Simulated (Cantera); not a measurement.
A freely propagating, adiabatic, planar premixed flame of CH4 : O2 : N2 = 1 : 2 : 7.52 (molar parts), equivalence ratio 1.0, unburnt at 548 K and 1.80 bar; mixture-averaged transport, grid criteria slope 0.08 and curve 0.16, no radiation.

Model: GRI-Mech 3.0 (53 species, 325 reactions), integrated in Cantera. Burning velocities carry a grid error of a few per cent, more on coarse grids.

Problem. What does this change do: 0.35 parts H2 added?

Solution. 
```json
[
 {"quantity": "laminar burning velocity", "before": "91.2 cm/s", "after": "112 cm/s"},
 {"quantity": "thermal thickness", "before": "0.218 mm", "after": "0.194 mm"},
 {"quantity": "peak x(C2H6)", "before": "0.000999", "after": "0.000984"},
 {"quantity": "peak x(HCO)", "before": "5.17e-5", "after": "6.17e-5"},
 {"quantity": "peak x(HO2)", "before": "0.000199", "after": "0.000206"},
 {"quantity": "peak x(CH2)", "before": "5.82e-5", "after": "7.04e-5"}
]
```

Problem. What does this change do: N2 7.52 to 5.7 parts?

Solution. 
| quantity | before | after |
|---|---|---|
| laminar burning velocity | 91.2 cm/s | 139 cm/s |
| thermal thickness | 0.218 mm | 0.160 mm |
| peak x(C2H6) | 0.000999 | 0.00123 |
| peak x(HCO) | 5.17e-5 | 9.58e-5 |
| peak x(HO2) | 0.000199 | 0.000285 |
| peak x(CH2) | 5.82e-5 | 0.000102 |
